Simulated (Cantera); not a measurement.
# Transport properties of process gases

Gas mixture: 50.0 % CO, 50.0 % CH₃OH, at 0.336 atm, frozen composition.

Cantera's kinetic-theory transport with the Lennard-Jones parameters of GRI-Mech 3.0, ideal gas; thermal conductivity in the mixture-averaged form. Polar gases are described roughly by these parameters.

| T (K) | ρ (kg/m³) | cp (J/kg/K) | μ (µPa s) | λ (mW/m/K) | Pr | D (cm²/s) H₂ | D (cm²/s) CO₂ | D (cm²/s) OH |
|---|---|---|---|---|---|---|---|---|
| 400 | 0.307 | 1345 | 16.6 | 29.9 | 0.748 | 3.42 | 0.657 | 1.37 |
| 500 | 0.246 | 1488 | 20.2 | 39.5 | 0.762 | 5.02 | 0.997 | 2.03 |
| 600 | 0.205 | 1628 | 23.6 | 49.5 | 0.777 | 6.85 | 1.39 | 2.78 |
| 700 | 0.175 | 1753 | 26.8 | 59.5 | 0.790 | 8.89 | 1.84 | 3.63 |
| 800 | 0.153 | 1860 | 29.9 | 69.5 | 0.800 | 11.1 | 2.33 | 4.56 |
| 900 | 0.136 | 1953 | 32.7 | 79.2 | 0.807 | 13.6 | 2.86 | 5.57 |
| 1000 | 0.123 | 2045 | 35.5 | 88.8 | 0.817 | 16.2 | 3.44 | 6.65 |
D: mixture-averaged diffusion coefficient of that species in the mixture.
